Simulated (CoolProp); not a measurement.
Vapour-liquid equilibrium of R125 (1) + propane (2) at -12.75 °C; x and y are mole fractions of (1).

Values from CoolProp's multi-fluid Helmholtz-energy mixture model, Lemmon 2005 and Lemmon 2009; pair parameters Bell 2016.

| x | bubble pressure, mixture model (MPa) | bubble pressure, Raoult's law (MPa) | y, mixture model | y, Raoult's law |
|---|---|---|---|---|
| 0.05 | 0.3821 | 0.3211 | 0.199 | 0.068 |
| 0.15 | 0.4670 | 0.3335 | 0.383 | 0.197 |
| 0.25 | 0.5113 | 0.3458 | 0.468 | 0.317 |
| 0.35 | 0.5345 | 0.3582 | 0.517 | 0.429 |
| 0.45 | 0.5468 | 0.3706 | 0.553 | 0.533 |
| 0.55 | 0.5526 | 0.3830 | 0.586 | 0.630 |
| 0.65 | 0.5528 | 0.3953 | 0.623 | 0.721 |
| 0.75 | 0.5452 | 0.4077 | 0.673 | 0.807 |
| 0.85 | 0.5236 | 0.4201 | 0.751 | 0.888 |
| 0.95 | 0.4769 | 0.4324 | 0.887 | 0.964 |

The largest gap from Raoult's law is +49.2 % in bubble pressure, at x = 0.35. y crosses x between x = 0.55 and 0.65: the model has an azeotrope there.

The pair parameters rest on a limited set of measurements; away from them the model extrapolates.
